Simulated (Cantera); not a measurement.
Low-pressure radical oxidation in H2/O2

An isothermal, constant-pressure homogeneous reactor starts with H2 : O2 = 0.12 : 1 (molar parts), at 1000 K and 0.0150 bar.

Cantera simulation using the H2/O2 subset of GRI-Mech 3.0, which has no nitrogen chemistry; the numbers are that mechanism's predictions, not measurements. Radical loss at walls, strong at low pressure, is not modelled. The temperature is held fixed by assumption; the heat of reaction is taken as removed at once.

| t (s) | x H2 | x O2 | x H2O | x O | x H2O2 |
|---|---|---|---|---|---|
| 2.00e-6 | 0.107 | 0.893 | <1e-12 | <1e-12 | <1e-12 |
| 1.14e-5 | 0.107 | 0.893 | <1e-12 | <1e-12 | <1e-12 |
| 6.45e-5 | 0.107 | 0.893 | 6.28e-12 | 1.41e-11 | <1e-12 |
| 0.000367 | 0.107 | 0.893 | 6.35e-10 | 4.30e-10 | <1e-12 |
| 0.00208 | 0.107 | 0.893 | 6.47e-6 | 2.97e-6 | 2.42e-11 |
| 0.0118 | 0.00192 | 0.869 | 0.104 | 0.0138 | 2.59e-7 |
| 0.0672 | 5.71e-5 | 0.886 | 0.113 | 0.000424 | 1.86e-7 |
| 0.382 | 1.61e-6 | 0.887 | 0.113 | 1.47e-5 | 5.35e-8 |
| 2.17 | 9.67e-8 | 0.887 | 0.113 | 1.17e-6 | 1.21e-8 |
| 12.3 | 1.08e-8 | 0.887 | 0.113 | 1.46e-7 | 2.62e-9 |
| 70.0 | 1.56e-9 | 0.887 | 0.113 | 2.21e-8 | 5.26e-10 |
x: mole fraction; the columns are a selection and need not sum to one.

Equilibrium at this temperature and pressure: H2 8.63e-11, O2 0.887, H2O 0.113, O 1.22e-9, H2O2 3.68e-11 (gas phase only).
